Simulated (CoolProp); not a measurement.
Dimethyl ether along the isotherm 157.45 °C: fugacity coefficient from the reference equation and from simpler models built on Tc = 127.2 °C, pc = 5.337 MPa, ω = 0.196; each cubic takes its own stable root.

Computed with CoolProp (reference Helmholtz-energy equation of state, Wu 2011).

```
p (MPa)          phase  reference
-------  -------------  ---------
3.57               gas     0.8192
7.14     supercritical     0.6492
10.7     supercritical     0.5057
14.3     supercritical     0.4226
17.9     supercritical     0.3732
21.4     supercritical     0.3423
25       supercritical     0.3210
28.6     supercritical     0.3065
32.1     supercritical     0.2970
35.7     supercritical     0.2905
39.3     supercritical     0.2867
42.9     supercritical     0.2849
46.4     supercritical     0.2848
50       supercritical     0.2861
```

Q: How far does each simpler model (van der Waals, Soave-Redlich-Kwong, Peng-Robinson) lie from the reference over these 14 states: mean and median of the absolute difference, and the worst?

A: 
- van der Waals: mean 20.1 %, median 19.3 %, worst +43.5 % at 157.45 °C and 50 MPa
- Soave-Redlich-Kwong: mean 10.1 %, median 11.2 %, worst +15.8 % at 157.45 °C and 50 MPa
- Peng-Robinson: mean 0.6 %, median 0.6 %, worst -1.8 % at 157.45 °C and 7.14 MPa
